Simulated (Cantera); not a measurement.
Input: 1 mol CaCO3, 3.4 mol H2O, 0.01 mol CO2, at 170000 Pa.

These are equilibrium values from Cantera (NASA tables, ideal gas, pure condensed phases), not measurements of a reactor. Candidate condensed phases: C, C6H6, C7H8, C8H18, Ca, CaCO3, CaO, Ca(OH)2, H2O; 115 gas species. Mutual solubility and eutectic melting of coexisting phases are not modelled. The numbers say what is thermodynamically allowed, not how fast it happens.

x: gas mole fraction; n: condensed amount in mol.

```
T (K)  x H2O    x CO2        x CO      x O2  n CaCO3(calcite)  n CaO(s)
-----  -----  -------  ----------  --------  ----------------  --------
823    0.997  0.00293  (withheld)   1.45e-9              1.00         0
923    0.994  0.00580  (withheld)   1.96e-8             0.990   0.00982
1023   0.949   0.0512  (withheld)   1.59e-7             0.826     0.174
1123   0.771    0.229  (withheld)   9.14e-7                 0      1.00
1223   0.771    0.229  (withheld)   4.09e-6                 0      1.00
1323   0.771    0.229  (withheld)   1.47e-5                 0      1.00
1423   0.771    0.229  (withheld)   4.45e-5                 0     1.000
1523   0.771    0.229  (withheld)  0.000117                 0     1.000
1623   0.770    0.229  (withheld)  0.000273                 0     1.000
1723   0.770    0.228  (withheld)  0.000579                 0     1.000
1823   0.768    0.227  (withheld)   0.00113                 0     1.000
1923   0.766    0.226  (withheld)   0.00205                 0     1.000
2023   0.763    0.223  (withheld)   0.00351                 0     1.000
```

**Question.** Complete the blanks.

**Answer.** 
- 823, x CO: 2.38e-12
- 923, x CO: 1.13e-10
- 1023, x CO: 1.29e-8
- 1123, x CO: 4.62e-7
- 1223, x CO: 2.58e-6
- 1323, x CO: 1.10e-5
- 1423, x CO: 3.81e-5
- 1523, x CO: 0.000112
- 1623, x CO: 0.000285
- 1723, x CO: 0.000650
- 1823, x CO: 0.00135
- 1923, x CO: 0.00259
- 2023, x CO: 0.00462
